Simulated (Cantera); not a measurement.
## Low-pressure radical oxidation in H2/O2

An isothermal, constant-pressure homogeneous reactor starts with H2 : O2 : N2 = 0.48 : 1 : 1.2 (molar parts), equivalence ratio 0.24, at 1023 K and 0.00210 bar.

Cantera simulation using the H2/O2 subset of GRI-Mech 3.0, which has no nitrogen chemistry; the numbers are that mechanism's predictions, not measurements. Radical loss at walls, strong at low pressure, is not modelled. The temperature is held fixed by assumption; the heat of reaction is taken as removed at once.

```json
[
 {"t (s)": "3.00e-5", "x H2": "0.179", "x O2": "0.373", "x H2O": "<1e-12", "x H": "5.62e-12", "x OH": "<1e-12"},
 {"t (s)": "9.10e-5", "x H2": "0.179", "x O2": "0.373", "x H2O": "<1e-12", "x H": "1.69e-11", "x OH": "<1e-12"},
 {"t (s)": "0.000276", "x H2": "0.179", "x O2": "0.373", "x H2O": "1.58e-12", "x H": "5.03e-11", "x OH": "2.51e-12"},
 {"t (s)": "0.000837", "x H2": "0.179", "x O2": "0.373", "x H2O": "2.89e-11", "x H": "1.60e-10", "x OH": "1.42e-11"},
 {"t (s)": "0.00254", "x H2": "0.179", "x O2": "0.373", "x H2O": "5.23e-10", "x H": "7.82e-10", "x OH": "9.30e-11"},
 {"t (s)": "0.00770", "x H2": "0.179", "x O2": "0.373", "x H2O": "2.68e-8", "x H": "2.13e-8", "x OH": "2.74e-9"},
 {"t (s)": "0.0234", "x H2": "0.179", "x O2": "0.373", "x H2O": "0.000354", "x H": "0.000267", "x OH": "3.43e-5"},
 {"t (s)": "0.0709", "x H2": "0.00902", "x O2": "0.292", "x H2O": "0.129", "x H": "0.0809", "x OH": "0.00328"},
 {"t (s)": "0.215", "x H2": "0.00777", "x O2": "0.296", "x H2O": "0.146", "x H": "0.0580", "x OH": "0.00307"},
 {"t (s)": "0.652", "x H2": "0.00423", "x O2": "0.304", "x H2O": "0.177", "x H": "0.0196", "x OH": "0.00228"},
 {"t (s)": "1.98", "x H2": "0.000647", "x O2": "0.310", "x H2O": "0.195", "x H": "0.00106", "x OH": "0.000887"},
 {"t (s)": "6.00", "x H2": "4.13e-5", "x O2": "0.311", "x H2O": "0.197", "x H": "1.68e-5", "x OH": "0.000223"}
]
```
x: mole fraction; the columns are a selection and need not sum to one.

Equilibrium at this temperature and pressure: H2 1.32e-9, O2 0.311, H2O 0.197, H 3.31e-12, OH 1.29e-6 (gas phase only).
